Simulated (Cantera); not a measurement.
A perfectly stirred reactor is fed with C₂H₆ : N₂ = 1 : 4.5 (molar parts), at 43000 Pa; it is held at 1050 K, and followed from long to short residence time.

Cantera simulation using GRI-Mech 3.0 (53 species, 325 reactions); the numbers are that mechanism's predictions, not measurements. GRI-Mech 3.0 stops at C3 and has no aromatics, soot or wall deposition, so with more carbon than oxygen in the feed, carbon stays in small species such as C2H2 where larger ones or solid carbon would form.

x: mole fraction; the columns are a selection and need not sum to one.

| τ (s) | x C₂H₆ | x HCN | x C₂H | x H | x CH₂ |
|---|---|---|---|---|---|
| 18 | 0.0169 | <1e-12 | <1e-12 | ? | <1e-12 |
| 6.3 | 0.0273 | <1e-12 | <1e-12 | ? | <1e-12 |
| 2.2 | 0.0480 | <1e-12 | <1e-12 | 1.71e-7 | <1e-12 |
| 0.76 | 0.0853 | <1e-12 | <1e-12 | 1.74e-7 | <1e-12 |
| 0.26 | 0.131 | <1e-12 | <1e-12 | ? | <1e-12 |
| 0.091 | 0.161 | <1e-12 | <1e-12 | ? | <1e-12 |
| 0.032 | 0.175 | <1e-12 | <1e-12 | ? | <1e-12 |
| 0.011 | 0.180 | <1e-12 | <1e-12 | ? | <1e-12 |
| 0.0038 | 0.181 | <1e-12 | <1e-12 | ? | <1e-12 |
| 0.0013 | 0.182 | <1e-12 | <1e-12 | ? | <1e-12 |

Q: Some entries are withheld; supply them.

A: 
- 18, x H: 1.20e-7
- 6.3, x H: 1.49e-7
- 0.26, x H: 1.59e-7
- 0.091, x H: 1.42e-7
- 0.032, x H: 1.26e-7
- 0.011, x H: 9.66e-8
- 0.0038, x H: 5.07e-8
- 0.0013, x H: 1.82e-8
